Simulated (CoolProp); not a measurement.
Vapour-liquid equilibrium of cyclohexane (1) + n-heptane (2) at 349.5 K; x and y are mole fractions of (1).

The numbers come from the multi-fluid Helmholtz-energy mixture model, Zhou 2014 and Span 2003; pair parameters Bell 2016 in CoolProp.

Problem. Give the bubble pressure and the first vapour's composition at x = 0.05, 0.15, 0.95. Is there an azeotrope?

Solution. x = 0.05: 0.5255 bar, y = 0.086; x = 0.15: 0.5662 bar, y = 0.238; x = 0.95: 0.8693 bar, y = 0.969. No azeotrope shows between x = 0.05 and 0.95.

Pair parameters are fitted to limited data, so mixtures are less certain than the pure fluids.
